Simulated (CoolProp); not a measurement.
Properties of isopentane along the isobar 1.01 bar.

Values from CoolProp's reference Helmholtz-energy equation of state, Lemmon 2006. It is a short technical equation, of lower accuracy than the large ones.

```csv
T (°C),phase,density (kg/m³),speed of sound (m/s),Joule-Thomson coefficient (K/MPa),expansivity (1/kK)
55.75,gas,2.753,195.7,23.02,…
68.35,gas,2.641,…,…,3.221
80.85,gas,2.539,203.8,17.70,3.071
93.35,gas,2.445,207.7,15.70,2.937
105.85,gas,2.359,211.5,14.02,2.817
118.35,gas,2.279,215.1,12.58,2.708
130.85,gas,2.204,218.7,…,2.608
143.35,gas,2.135,222.2,10.29,2.517
155.85,gas,2.070,225.6,9.369,2.433
168.35,gas,2.009,229.0,8.565,2.355
180.85,gas,1.952,…,7.860,2.282
193.35,gas,1.897,235.5,7.238,2.215
```

Problem. Complete the blanks.

Solution. 
- 55.75, expansivity (1/kK): 3.392
- 68.35, speed of sound (m/s): 199.8
- 68.35, Joule-Thomson coefficient (K/MPa): 20.10
- 130.85, Joule-Thomson coefficient (K/MPa): 11.35
- 180.85, speed of sound (m/s): 232.3
